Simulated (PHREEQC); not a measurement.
A solution holds 0.0024 mol/kgw CdCl2, at 25 °C. Closed to the air; pH follows from the charge balance.

Computed with PHREEQC (ion-association model, wateq4f.dat).

```json
[
 {"quantity": "pH", "before": "6.25", "after": "6.89"},
 {"quantity": "ionic strength (mol/kgw)", "before": "0.00610", "after": "0.00720"},
 {"quantity": "Cl- (mol/kgw)", "before": "0.00424", "after": "0.00480"}
]
```

Problem. Name the change that produced these shifts.
(A) CdCl2 replaced by MgCl2 at the same molality
(B) 0.00024 mol/kgw MnSO4 added
(C) temperature from 25 to 20 °C
(D) CdCl2 from 0.0024 to 0.012 mol/kgw

Solution. A, CdCl2 replaced by MgCl2 at the same molality

No solid was allowed to form.
